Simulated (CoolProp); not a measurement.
n-dodecane along the isobar 0.101 MPa: Z from the reference equation and from simpler models built on Tc = 385.0 °C, pc = 1.818 MPa, ω = 0.574; each cubic takes its own stable root.

Values from CoolProp's reference Helmholtz-energy equation of state, Lemmon 2004. It is a short technical equation, of lower accuracy than the large ones.

| T (°C) | phase | reference | van der Waals | Redlich-Kwong | Soave-Redlich-Kwong | Peng-Robinson |
|---|---|---|---|---|---|---|
| 65.25 | liquid | 0.008540 | 0.01661 | 0.01120 | 0.01061 | 0.009448 |
| 90.85 | liquid | 0.008157 | 0.01581 | 0.01068 | 0.01006 | 0.008946 |
| 116.45 | liquid | 0.007839 | 0.9416 | 0.01027 | 0.009605 | 0.008534 |
| 142.05 | liquid | 0.007580 | 0.9497 | 0.009956 | 0.009241 | 0.008200 |
| 167.65 | liquid | 0.007372 | 0.9563 | 0.9394 | 0.008960 | 0.007940 |
| 193.25 | liquid | 0.007215 | 0.9618 | 0.9484 | 0.008757 | 0.007749 |
| 218.85 | gas | 0.9296 | 0.9663 | 0.9557 | 0.9447 | 0.9422 |
| 244.45 | gas | 0.9425 | 0.9701 | 0.9617 | 0.9535 | 0.9511 |
| 270.05 | gas | 0.9524 | 0.9734 | 0.9666 | 0.9608 | 0.9583 |
| 295.65 | gas | 0.9602 | 0.9762 | 0.9707 | 0.9667 | 0.9643 |
| 321.25 | gas | 0.9664 | 0.9786 | 0.9742 | 0.9717 | 0.9693 |
| 346.85 | gas | 0.9714 | 0.9806 | 0.9772 | 0.9758 | 0.9736 |

At some of these states van der Waals, Redlich-Kwong gives the other phase, because its saturation line lies elsewhere.
